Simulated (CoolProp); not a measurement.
Isobutene along the isobar 1.01 bar: Z from the reference equation and from simpler models built on Tc = 418.1 K, pc = 40.16 bar, ω = 0.193; each cubic takes its own stable root.

Computed with CoolProp (reference Helmholtz-energy equation of state, Lemmon 2005). It is a short technical equation, of lower accuracy than the large ones.

```json
[
 {"T (K)": "220.3", "phase": "liquid", "reference": "0.004574"},
 {"T (K)": "226.3", "phase": "liquid", "reference": "0.004495"},
 {"T (K)": "232.3", "phase": "liquid", "reference": "0.004421"},
 {"T (K)": "238.3", "phase": "liquid", "reference": "0.004351"},
 {"T (K)": "244.3", "phase": "liquid", "reference": "0.004287"},
 {"T (K)": "250.3", "phase": "liquid", "reference": "0.004227"},
 {"T (K)": "256.2", "phase": "liquid", "reference": "0.004172"},
 {"T (K)": "262.2", "phase": "liquid", "reference": "0.004120"},
 {"T (K)": "268.2", "phase": "gas", "reference": "0.9586"},
 {"T (K)": "274.2", "phase": "gas", "reference": "0.9620"},
 {"T (K)": "280.2", "phase": "gas", "reference": "0.9651"},
 {"T (K)": "286.2", "phase": "gas", "reference": "0.9677"},
 {"T (K)": "292.2", "phase": "gas", "reference": "0.9701"},
 {"T (K)": "298.2", "phase": "gas", "reference": "0.9723"},
 {"T (K)": "304.2", "phase": "gas", "reference": "0.9742"},
 {"T (K)": "310.2", "phase": "gas", "reference": "0.9759"}
]
```

**Question.** How far does each simpler model (van der Waals, Soave-Redlich-Kwong) lie from the reference over these 16 states: mean and median of the absolute difference, and the worst?

**Answer.** 
- van der Waals: mean 11193.4 %, median 10518.4 %, worst +23628.2 % at 262.2 K and 1.01 bar
- Soave-Redlich-Kwong: mean 3.9 %, median 4.1 %, worst +7.5 % at 220.3 K and 1.01 bar

At some of these states van der Waals gives the other phase, because its saturation line lies elsewhere.
